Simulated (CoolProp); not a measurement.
n-dodecane along the isobar 100 bar: fugacity coefficient from the reference equation and from simpler models built on Tc = 385.0 °C, pc = 18.18 bar, ω = 0.574; each cubic takes its own stable root.

Values from CoolProp's reference Helmholtz-energy equation of state, Lemmon 2004. It is a short technical equation, of lower accuracy than the large ones.

```json
[
 {"T (°C)": "85.95", "phase": "liquid", "reference": "0.0002257"},
 {"T (°C)": "116.85", "phase": "liquid", "reference": "0.0009228"},
 {"T (°C)": "147.75", "phase": "liquid", "reference": "0.002895"},
 {"T (°C)": "178.75", "phase": "liquid", "reference": "0.007417"},
 {"T (°C)": "209.65", "phase": "liquid", "reference": "0.01612"},
 {"T (°C)": "240.55", "phase": "liquid", "reference": "0.03079"},
 {"T (°C)": "271.45", "phase": "liquid", "reference": "0.05296"},
 {"T (°C)": "302.35", "phase": "liquid", "reference": "0.08361"}
]
```

**Question.** How far does each simpler model (van der Waals, Redlich-Kwong, Peng-Robinson) lie from the reference over these 8 states: mean and median of the absolute difference, and the worst?

**Answer.** 
- van der Waals: mean 3492.1 %, median 974.3 %, worst +16714.4 % at 85.95 °C and 100 bar
- Redlich-Kwong: mean 454.6 %, median 262.1 %, worst +1485.3 % at 85.95 °C and 100 bar
- Peng-Robinson: mean 9.9 %, median 7.9 %, worst +19.0 % at 85.95 °C and 100 bar
